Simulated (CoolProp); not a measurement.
A closed Brayton cycle with carbon dioxide: compressor inlet 323.15 K and 8 MPa, high pressure 21.2 MPa, turbine inlet 930 K, compressor efficiency 0.8, turbine efficiency 0.93, recuperator effectiveness 0.8 (on enthalpy, no pinch check). Each further row changes one setting.

Values from CoolProp's reference Helmholtz-energy equation of state, Span 1996.

| case | thermal efficiency (%) | net work (kJ/kg) | compressor to turbine work | compressor exit (K) | turbine exit (K) |
|---|---|---|---|---|---|
| as stated | ? | 97.9 | 0.35 | 406.6 | 800.6 |
| turbine inlet 880 K | 30.2 | ? | 0.37 | 406.6 | 755.2 |
| compressor inlet 333.15 K | 30.2 | ? | ? | ? | 800.6 |
| high pressure 18 MPa | ? | 84.4 | 0.33 | 392.1 | ? |
| recuperator effectiveness 0.5 | 21.7 | 97.9 | 0.35 | 406.6 | 800.6 |

Task: Fill in the missing entries.

Result: 
- as stated, thermal efficiency (%): 31.1
- turbine inlet 880 K, net work (kJ/kg): 89.1
- compressor inlet 333.15 K, net work (kJ/kg): 91.2
- compressor inlet 333.15 K, compressor to turbine work: 0.39
- compressor inlet 333.15 K, compressor exit (K): 422.9
- high pressure 18 MPa, thermal efficiency (%): 28.9
- high pressure 18 MPa, turbine exit (K): 821.6
